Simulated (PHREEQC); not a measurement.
Consider water at 25 °C with 0.066 mol/kgw HCl, 0.00064 mol/kgw ZnSO4 and 0.21 mol/kgw MgSO4. Closed to the air; pH follows from the charge balance.

Computed with PHREEQC (ion-association model, phreeqc.dat).

Precipitation was switched off in this run.

### Question
Predict the pH, ionic strength, specific conductance.

### Answer
pH 1.70; ionic strength 0.418 mol/kgw; specific conductance 23600 µS/cm.

### Question
In which forms is Mg present?

### Answer
Mg+2 51 %, MgSO4 49 % of the Mg.

Complexes and solids missing from the database can't appear.
